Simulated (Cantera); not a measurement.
Cantera run:

```python
import numpy as np
import cantera as ct

gas_names = """
    Cu CuF CuF2 Cu2 F F2 N NF NF2 NF3 N2
""".split()
cond_names = """
    Cu(cr) Cu(L) CuF2(s) CuF2(L)
""".split()


# ... load() reads the species with a 1 bar reference pressure and builds the phases ...
atoms = {
    'Cu': {'Cu': 1},
    'F2': {'F': 2},
    'N2': {'N': 2},
}
top_T = {}  # K; cautious upper limits of use, not melting points


# ... equilibrate(T, P, feed) seeds the gas with the atoms and calls Mixture.equilibrate('TP', solver="vcs", rtol=1e-11, max_steps=5000) ...
results = []
feed = {'Cu': 1, 'F2': 1.5, 'N2': 0.35}  # mol
T = 723.15  # K
P = 610  # Pa
mix = equilibrate(T, P, feed)
results.append((T, P, feed, dict(zip(mix.species_names, mix.species_moles))))
x = sorted(zip(gas.X, gas.species_names), reverse=True)
print(f"T = {T:g} K  P = {P:g} Pa  gas = {mix.phase_moles(0):.4g} mol")
print("   x: " + "  ".join(f"{s} {v:.3e}" for v, s in x if v > 0.001))
print("   condensed (mol): " + ("  ".join(f"{mix.phase(i).name} {mix.phase_moles(i):.4g}"
      for i in range(1, mix.n_phases) if mix.phase_moles(i) > 1e-12) or "none"))
```

Result:

```
T = 723.15 K  P = 610 Pa  gas = 0.7324 mol
   x: F2 4.185e-01  N2 3.929e-01  NF3 1.699e-01  F 1.868e-02
   condensed (mol): CuF2(s) 1
```

These are equilibrium values from Cantera (NASA tables, ideal gas, pure condensed phases), not measurements of a reactor.
